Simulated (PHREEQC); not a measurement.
# Acid rinse or clean: speciation

Make-up at 25 °C: 0.0013 mol HBr and 0.00025 mol FeCl3 per kg of water. Closed to the air; pH follows from the charge balance.

Equilibrium calculation in PHREEQC: ion-association model, phreeqc.dat.

Each row changes one thing in this solution. No solid was allowed to form.

| case | pH | ionic strength (mol/kgw) |
|---|---|---|
| as made | 2.84 | 0.00237 |
| FeCl3 from 0.00025 to 0.0025 mol/kgw | (withheld) | 0.0132 |
| diluted 5-fold with water | 3.49 | (withheld) |
| diluted 100-fold with water | (withheld) | (withheld) |
| FeCl3 left out | 2.90 | 0.00130 |
| HBr replaced by SrBr2 at the same molality | 3.49 | 0.00481 |

Question: Fill in the missing entries.

Answer: 
- FeCl3 from 0.00025 to 0.0025 mol/kgw, pH: 2.57
- diluted 5-fold with water, ionic strength (mol/kgw): 0.000439
- diluted 100-fold with water, pH: 4.75
- diluted 100-fold with water, ionic strength (mol/kgw): 2.06e-5

Some of these states are supersaturated (in Hematite (slow to form), Goethite (slow to form), Fe(OH)3(a), for instance).
